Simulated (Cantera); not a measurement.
A freely propagating, adiabatic, planar premixed flame of CH₄ : CO : O₂ : N₂ = 1 : 0.79 : 2.75 : 10.4 (molar parts), equivalence ratio 0.87, unburnt at 375 K and 92000 Pa; mixture-averaged transport, grid criteria slope 0.08 and curve 0.16, no radiation.

Detailed kinetics in Cantera: GRI-Mech 3.0 (53 species, 325 reactions). Burning velocities carry a grid error of a few per cent, more on coarse grids.

x: mole fraction of selected species; z is measured from the peak of heat release.

| z (mm) | T (K) | u (m/s) | x CH₄ | x CO | x O₂ | x HO₂ | x C₂H₄ | x CH₃ |
|---|---|---|---|---|---|---|---|---|
| -1.33 | 375 | 0.577 | 0.0669 | 0.0529 | 0.184 | 1.33e-8 | <1e-8 | <1e-8 |
| -0.886 | 376 | 0.578 | 0.0668 | 0.0528 | 0.184 | 2.23e-7 | <1e-8 | <1e-8 |
| -0.664 | 378 | 0.583 | 0.0666 | 0.0528 | 0.184 | 1.45e-6 | 7.68e-8 | 1.32e-8 |
| -0.443 | 408 | 0.630 | 0.0651 | 0.0529 | 0.182 | 1.86e-5 | 1.59e-6 | 3.02e-7 |
| -0.221 | 734 | 1.15 | 0.0500 | 0.0559 | 0.159 | 0.000169 | 3.95e-5 | 7.58e-5 |
| -0.111 | 1142 | 1.79 | 0.0294 | 0.0618 | 0.125 | 0.000158 | 0.000105 | 0.000650 |
| 0 | 1544 | 2.42 | 0.00723 | 0.0657 | 0.0818 | 0.000121 | 7.91e-5 | 0.000901 |
| 0.111 | 1716 | 2.68 | ___ | ___ | ___ | ___ | ___ | ___ |
| 0.221 | 1780 | 2.76 | 1.72e-5 | 0.0418 | 0.0463 | 1.24e-5 | 3.76e-8 | 3.85e-6 |
| 0.443 | 1859 | 2.86 | 3.09e-8 | 0.0290 | 0.0399 | 8.85e-6 | <1e-8 | <1e-8 |
| 0.886 | 1949 | 2.98 | <1e-8 | 0.0217 | 0.0358 | 6.03e-6 | <1e-8 | <1e-8 |
| 1.77 | 2037 | 3.10 | <1e-8 | ___ | ___ | ___ | <1e-8 | <1e-8 |
| 3.54 | 2109 | 3.19 | <1e-8 | 0.0115 | 0.0296 | 2.28e-6 | <1e-8 | <1e-8 |

Task: Complete the blanks.

Result: 
- 0.111, x CH₄: 0.000477
- 0.111, x CO: 0.0548
- 0.111, x O₂: 0.0558
- 0.111, x HO₂: 2.47e-5
- 0.111, x C₂H₄: 3.30e-6
- 0.111, x CH₃: 9.33e-5
- 1.77, x CO: 0.0166
- 1.77, x O₂: 0.0325
- 1.77, x HO₂: 3.73e-6
